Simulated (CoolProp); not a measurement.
Values from CoolProp's reference Helmholtz-energy equation of state, Lemmon 2006. It is a short technical equation, of lower accuracy than the large ones.

Problem. For acetone, give the phase and the density (kg/m³), cv (kJ/(kg K)), Joule-Thomson coefficient (K/MPa), expansivity (1/kK) at 192.15 °C and 2130 kPa.

Solution. 
- 192.15 °C and 2130 kPa: gas; density 46.4, cv 1.95, Joule-Thomson coefficient 20.9, expansivity 7.93
